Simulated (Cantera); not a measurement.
A Cantera script and what it prints.

```python
import numpy as np
import cantera as ct

gas_names = """
    O TiO CO2 CO
""".split()
cond_names = """
    TiC(s) TiC(L) C(gr) TiO2(ru) TiO2(L) Ti2O3(a) Ti2O3(b) Ti2O3(L)
""".split()


# ... load() reads the species with a 1 bar reference pressure and builds the phases ...
species = {s.name: s for s in load("nasa_gas.yaml", gas_names) + load("nasa_condensed.yaml", cond_names)}
# Each term lists the table entries of one substance; the one whose range holds T is used.
reactions = {
    'TiC + O(g) = TiO(g) + C':
        [(-1, ['TiC(s)', 'TiC(L)']), (-1, ['O']), (1, ['TiO']), (1, ['C(gr)'])],
    '2 TiO2 + C = CO2(g) + 2 TiO(g)':
        [(-2, ['TiO2(ru)', 'TiO2(L)']), (-1, ['C(gr)']), (1, ['CO2']), (2, ['TiO'])],
    'Ti2O3 + CO(g) = C + 2 TiO2':
        [(-1, ['Ti2O3(a)', 'Ti2O3(b)', 'Ti2O3(L)']), (-1, ['CO']), (1, ['C(gr)']), (2, ['TiO2(ru)', 'TiO2(L)'])],
}


def pick(names, T):
    return next(species[n] for n in names if species[n].thermo.min_temp <= T <= species[n].thermo.max_temp)


results = []
for label, terms in reactions.items():
    print(label)
    print("     T/K   dH/kJ  dS/(J/K)   dG/kJ   log10 K")
    for T in [2225, 2275, 2325, 2375, 2425, 2475]:
        used = [(nu, pick(names, T)) for nu, names in terms]
        dH = sum(nu * s.thermo.h(T) for nu, s in used) / 1e6
        dS = sum(nu * s.thermo.s(T) for nu, s in used) / 1e3
        dG = dH - T * dS / 1e3
        logK = -dG * 1e6 / (ct.gas_constant * T * np.log(10))
        results.append((label, T, dH, dS, dG, logK, [s.name for _, s in used]))
        print(f"{T:8g} {dH:8.1f} {dS:8.1f} {dG:8.1f} {logK:8.2f}")
```

It prints:

```
TiC + O(g) = TiO(g) + C
     T/K   dH/kJ  dS/(J/K)   dG/kJ   log10 K
    2225    -38.7     24.3    -92.7     2.18
    2275    -39.6     23.9    -94.0     2.16
    2325    -40.5     23.5    -95.1     2.14
    2375    -41.4     23.1    -96.3     2.12
    2425    -42.4     22.7    -97.4     2.10
    2475    -43.4     22.3    -98.6     2.08
2 TiO2 + C = CO2(g) + 2 TiO(g)
     T/K   dH/kJ  dS/(J/K)   dG/kJ   log10 K
    2225   1388.2    434.4    421.6    -9.90
    2275   1383.8    432.5    399.9    -9.18
    2325   1379.4    430.6    378.4    -8.50
    2375   1375.1    428.7    356.9    -7.85
    2425   1370.8    426.9    335.5    -7.23
    2475   1366.4    425.1    314.2    -6.63
Ti2O3 + CO(g) = C + 2 TiO2
     T/K   dH/kJ  dS/(J/K)   dG/kJ   log10 K
    2225   -241.9   -173.6    144.4    -3.39
    2275   -240.3   -172.9    153.1    -3.51
    2325   -238.6   -172.2    161.7    -3.63
    2375   -237.0   -171.5    170.3    -3.75
    2425   -235.3   -170.8    178.8    -3.85
    2475   -233.7   -170.1    187.4    -3.95
```

Standard-state values (1 bar) from the NASA 1993 polynomials, evaluated with Cantera. TiC: taken at fixed stoichiometry. Condensed species are held in their standard states even where they would react or evaporate.
